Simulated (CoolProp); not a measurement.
The fluoroketone C6F12O (FK-5-1-12) along the isotherm 187.85 °C: density (kg/m³) from the reference equation and from simpler models built on Tc = 168.7 °C, pc = 1.869 MPa, ω = 0.471; each cubic takes its own stable root.

Model: reference Helmholtz-energy equation of state, McLinden 2015, in CoolProp.

```tsv
p (MPa)	phase	reference	ideal gas	van der Waals	Redlich-Kwong	Peng-Robinson
0.187	gas	15.90	15.42	15.85	15.91	15.95
0.374	gas	32.86	30.84	32.67	32.90	33.06
0.561	gas	51.05	46.26	50.63	51.16	51.53
0.748	gas	70.72	61.68	69.96	70.95	71.61
0.935	gas	92.17	77.09	90.98	92.60	93.63
1.12	gas	115.6	92.35	113.9	116.3	117.7
1.31	gas	142.6	108.0	140.4	143.8	145.6
1.5	gas	173.5	123.7	171.0	175.6	177.5
1.68	gas	207.9	138.5	205.9	211.4	212.7
1.87	supercritical	252.1	154.2	253.7	259.0	257.6
2.06	supercritical	309.1	169.9	328.7	325.3	314.5
2.24	supercritical	383.9	184.7	466.1	425.3	385.7
2.43	supercritical	503.6	200.4	550.6	555.1	484.1
2.62	supercritical	646.7	216.0	593.2	635.5	584.6
2.8	supercritical	739.0	230.9	620.9	685.0	658.1
```
